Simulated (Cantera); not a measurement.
A closed system holds: 1 mol H2O, 0.11 mol O2, equilibrated at 1952 °C and 0.00133 bar.

Method: chemical equilibrium by Gibbs-energy minimisation in Cantera with the NASA 1993 tables (ideal gas, pure condensed phases). Candidate condensed phases: H2O; 9 gas species. The numbers say what is thermodynamically allowed, not how fast it happens.

Question: What is the equilibrium state?

Answer: 
| Quantity | Result |
|---|---|
| x(H2O) | 0.676 |
| x(O2) | 0.108 |
| x(H2) | 0.0749 |
| x(OH) | 0.0635 |
| x(H) | 0.0486 |
| x(O) | 0.0285 |
| x(HO2) | 1.95e-6 |
| gas amount | 1.239 mol |
